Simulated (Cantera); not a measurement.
Input: 1 mol SiF4, 0.16 mol O3, at 2025 K and 2.03 Torr.

These are equilibrium values from Cantera (NASA tables, ideal gas, pure condensed phases), not measurements of a reactor. Candidate condensed phases: Si, SiO2; 17 gas species. The tables' values for SiF3, SiO2 are old estimates; treat these amounts as uncertain. The numbers say what is thermodynamically allowed, not how fast it happens.

Base state: SiF4 0.797, O2 0.189, O 0.00676, F 0.00391, SiF3 0.00366, SiO 4.89e-5, SiO2 1.17e-5 (mole fractions); condensed: gas only.

### Question
What changes in the equilibrium state with this change: pressure from 2.03 Torr to 1.00 Torr?

### Answer
```json
[
 {"species": "SiF4", "before": "0.797", "after": "0.793"},
 {"species": "O2", "before": "0.189", "after": "0.187"},
 {"species": "O", "before": "0.00676", "after": "0.00957"},
 {"species": "SiO", "before": "4.89e-5", "after": "0.000128"},
 {"species": "SiO2", "before": "1.17e-5", "after": "2.14e-5"}
]
```

### Question
What changes in the equilibrium state with this change: temperature from 2025 K to 1975 K?

### Answer
| species | before | after |
|---|---|---|
| SiF4 | 0.797 | 0.800 |
| O2 | 0.189 | 0.190 |
| O | 0.00676 | 0.00463 |
| SiO | 4.89e-5 | 2.00e-5 |
| SiO2 | 1.17e-5 | 6.47e-6 |
The tables' values for SiF3 are old estimates; treat these amounts as uncertain.
